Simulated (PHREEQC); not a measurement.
Make-up at 26 °C: 2 mol/kgw MgSO4 and 0.2 mol/kgw NaHCO3. Closed to the air; pH follows from the charge balance.

Equilibrium calculation in PHREEQC: Pitzer model, pitzer.dat.

The ionic strength comes out as 8.20 mol/kgw. What activity coefficients do CO3-2, SO4-2, MgOH+, Na+, HCO3- get?

CO3-2 0.0010, SO4-2 0.0089, MgOH+ 0.48, Na+ 0.86, HCO3- 0.23. Single-ion values are on the MacInnes scale.

No solid was allowed to form. Examples of supersaturated solids here: Magnesite (slow to form). Others may be too. Species that the database lacks are ignored. In brines, pH and single-ion activities rest on the MacInnes convention.
